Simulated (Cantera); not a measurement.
Feed: 1 mol SiCl4, 8.7 mol NH3, at 1652 °C.

Method: chemical equilibrium by Gibbs-energy minimisation in Cantera with the NASA 1993 tables (ideal gas, pure condensed phases). Candidate condensed phases: NH4Cl, Si, Si3N4; 28 gas species. The tables' values for SiCl, SiCl3, SiN are old estimates; treat these amounts as uncertain. Gases not in the tables: Si2H6 and higher silanes. Rates play no part.

x: gas mole fraction; n: condensed amount in mol.

| P (Pa) | x H2 | x N2 | x HCl | x H | x SiCl2 | x Si | x Cl | n Si(l) | n Si3N4(s) |
|---|---|---|---|---|---|---|---|---|---|
| 5 | 0.491 | 0.203 | 0.143 | 0.0948 | 0.0106 | 0.0338 | 0.0207 | 0 | 0 |
| 17 | 0.538 | 0.211 | 0.138 | 0.0538 | 0.0217 | 0.0240 | 0.0104 | 0 | 0 |
| 59 | 0.573 | 0.217 | 0.125 | 0.0298 | 0.0333 | 0.0137 | 0.00490 | 0 | 0 |
| 210 | 0.597 | 0.221 | 0.114 | (withheld) | (withheld) | (withheld) | (withheld) | 0 | 0 |
| 710 | 0.609 | 0.222 | 0.107 | 0.00885 | 0.0472 | 0.00233 | 0.00117 | 0 | 0 |
| 2400 | 0.614 | 0.223 | 0.106 | 0.00484 | 0.0484 | 0.000725 | 0.000630 | 0.0214 | 0 |
| 8400 | 0.617 | 0.224 | 0.107 | 0.00259 | 0.0483 | 0.000207 | 0.000337 | 0.0356 | 0 |
| 29000 | 0.619 | 0.223 | 0.109 | (withheld) | 0.0471 | (withheld) | (withheld) | 0 | (withheld) |
| 100000 | 0.612 | 0.216 | 0.136 | 0.000748 | 0.0332 | 7.34e-6 | 0.000125 | 0 | 0.107 |

### Question
What belongs in the gaps?

### Answer

- 210, x H: 0.0161
- 210, x SiCl2: 0.0423
- 210, x Si: 0.00614
- 210, x Cl: 0.00231
- 29000, x H: 0.00140
- 29000, x Si: 5.65e-5
- 29000, x Cl: 0.000184
- 29000, n Si3N4(s): 0.0200
